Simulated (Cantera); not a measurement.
An adiabatic, constant-pressure homogeneous reactor starts with H2 : O2 : N2 = 1 : 1 : 3.76 (molar parts), equivalence ratio 0.50, at 1525 K and 750 Torr. Integrator tolerance rtol = 1e-08.

Computed with Cantera and the H2/O2 subset of GRI-Mech 3.0, which has no nitrogen chemistry.

```tsv
quantity	before	after
time of steepest temperature rise	13.2 µs	16.7 µs
temperature at 3.00 s	2568 K	2136 K
equilibrium temperature	2568 K	2136 K
x(H2) at 3.00 s	0.00477 (gas-phase equilibrium 0.00477)	0.000179 (gas-phase equilibrium 0.000179)
x(O2) at 3.00 s	0.0891 (gas-phase equilibrium 0.0891)	0.152 (gas-phase equilibrium 0.152)
x(HO2) at 3.00 s	1.17e-5 (gas-phase equilibrium 1.17e-5)	3.56e-6 (gas-phase equilibrium 3.56e-6)
x(H) at 3.00 s	0.00234 (gas-phase equilibrium 0.00234)	5.22e-5 (gas-phase equilibrium 5.22e-5)
x(H2O) at 3.00 s	0.172 (gas-phase equilibrium 0.172)	0.0921 (gas-phase equilibrium 0.0921)
x(H2O2) at 3.00 s	4.18e-7 (gas-phase equilibrium 4.18e-7)	1.02e-7 (gas-phase equilibrium 1.02e-7)
```

**Question.** Which change was made?
A. H2 1 to 0.47 parts
B. initial temperature 1525 to 1500 K
C. initial temperature 1525 to 1073 K
D. pressure from 750 Torr to 4950 Torr

**Answer.** A, H2 1 to 0.47 parts
